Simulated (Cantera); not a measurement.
A perfectly stirred reactor is fed with H₂ : O₂ : N₂ = 0.25 : 1 : 0.4 (molar parts), equivalence ratio 0.12, at 0.0263 atm; it is held at 1175 K, and followed from long to short residence time.

Computed with Cantera and GRI-Mech 3.0 (53 species, 325 reactions). Radical loss at walls, strong at low pressure, is not modelled. The temperature is held fixed by assumption; the heat of reaction is taken as removed at once.

**Question.** Predict: x(H₂) at τ = 13.0 s; x(O₂) at τ = 13.0 s; x(N₂O) at τ = 13.0 s; x(H₂O) at τ = 13.0 s; x(NO) at τ = 13.0 s; x(H₂) at τ = 0.100 s; x(O₂) at τ = 0.100 s; x(N₂O) at τ = 0.100 s; x(H₂O) at τ = 0.100 s; x(NO) at τ = 0.100 s.

**Answer.** 
```
Property                Result
---------------------  -------
x(H₂) at τ = 13.0 s    7.25e-5
x(O₂) at τ = 13.0 s      0.573
x(N₂O) at τ = 13.0 s   2.08e-8
x(H₂O) at τ = 13.0 s     0.164
x(NO) at τ = 13.0 s    5.58e-8
x(H₂) at τ = 0.100 s   0.00157
x(O₂) at τ = 0.100 s     0.569
x(N₂O) at τ = 0.100 s  8.28e-9
x(H₂O) at τ = 0.100 s    0.160
x(NO) at τ = 0.100 s   1.92e-7
```
